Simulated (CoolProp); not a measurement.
Methane along the isotherm 97 K: Z from the reference equation and from simpler models built on Tc = 190.6 K, pc = 4.599 MPa, ω = 0.011; each cubic takes its own stable root.

Values from CoolProp's reference Helmholtz-energy equation of state, Setzmann 1991.

| p (MPa) | phase | reference |
|---|---|---|
| 0.00727 | gas | 0.9962 |
| 0.011 | gas | 0.9942 |
| 0.0165 | gas | 0.9913 |
| 0.0377 | liquid | 0.001693 |
| 0.0568 | liquid | 0.002550 |
| 0.0857 | liquid | 0.003848 |
| 0.129 | liquid | 0.005791 |
| 0.195 | liquid | 0.008754 |
| 0.294 | liquid | 0.01320 |
| 0.444 | liquid | 0.01992 |
| 0.67 | liquid | 0.03005 |
| 1.01 | liquid | 0.04528 |
| 1.52 | liquid | 0.06809 |
| 2.3 | liquid | 0.1029 |

How far does each simpler model (Soave-Redlich-Kwong, Peng-Robinson) lie from the reference over these 14 states: mean and median of the absolute difference, and the worst?


- Soave-Redlich-Kwong: mean 0.1 %, median 0.1 %, worst -0.2 % at 97 K and 2.3 MPa
- Peng-Robinson: mean 8.9 %, median 11.3 %, worst -11.3 % at 97 K and 0.0377 MPa
